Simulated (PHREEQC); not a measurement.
Synthetic water in mg/kgw, 80 °C, pH 6.29, pe 9.6: Na 0.084; K 0.0144; Ca 0.114; Mg 0.00436; Cl 0.0686; S(6) as SO4 0.176; Alkalinity as HCO3 0.271; Pb 0.000364; O(0) (dissolved oxygen) 9.12e-05; Li 2.87e-05; Cu(2) 0.00858; B 7.32e-05; Cd 0.00405.

Valence states are taken as typed.

Computed with PHREEQC (ion-association model, phreeqc.dat).

Each row changes one thing in this solution. Precipitation was switched off in this run.

```json
[
 {"case": "as made", "CO2 (mol/kgw)": "4.92e-6", "HCO3- (mol/kgw)": "4.43e-6", "Cu+2 (mol/kgw)": "1.22e-7", "Cu(OH)2 (mol/kgw)": "9.49e-9", "CuOH+ (mol/kgw)": "2.34e-9", "Pb+2 (mol/kgw)": "1.67e-9", "SI of Pb(OH)2 (Pb(OH)2)": "-2.76", "SI of Otavite (CdCO3)": "-4.54"},
 {"case": "all concentrations times 4 at the same typed pH", "CO2 (mol/kgw)": "1.95e-5", "HCO3- (mol/kgw)": "1.76e-5", "Cu+2 (mol/kgw)": "4.76e-7", "Cu(OH)2 (mol/kgw)": "3.63e-8", "CuOH+ (mol/kgw)": "9.00e-9", "Pb+2 (mol/kgw)": "6.42e-9", "SI of Pb(OH)2 (Pb(OH)2)": "___", "SI of Otavite (CdCO3)": "___"},
 {"case": "Cu(2) from 0.00858 to 0.0257 mg/kgw", "CO2 (mol/kgw)": "4.87e-6", "HCO3- (mol/kgw)": "4.38e-6", "Cu+2 (mol/kgw)": "3.63e-7", "Cu(OH)2 (mol/kgw)": "2.82e-8", "CuOH+ (mol/kgw)": "6.96e-9", "Pb+2 (mol/kgw)": "1.67e-9", "SI of Pb(OH)2 (Pb(OH)2)": "-2.76", "SI of Otavite (CdCO3)": "-4.55"},
 {"case": "temperature from 80 to 45 °C at the same typed pH", "CO2 (mol/kgw)": "___", "HCO3- (mol/kgw)": "4.85e-6", "Cu+2 (mol/kgw)": "1.22e-7", "Cu(OH)2 (mol/kgw)": "9.54e-9", "CuOH+ (mol/kgw)": "2.35e-9", "Pb+2 (mol/kgw)": "1.67e-9", "SI of Pb(OH)2 (Pb(OH)2)": "-3.71", "SI of Otavite (CdCO3)": "-4.57"}
]
```

Question: What belongs in the gaps?

Answer: 
- all concentrations times 4 at the same typed pH, SI of Pb(OH)2 (Pb(OH)2): -2.18
- all concentrations times 4 at the same typed pH, SI of Otavite (CdCO3): -3.36
- temperature from 80 to 45 °C at the same typed pH, CO2 (mol/kgw): 4.82e-6

Away from 25 °C the constants follow the database's enthalpies or fits; those with neither stay at their 25 °C values.
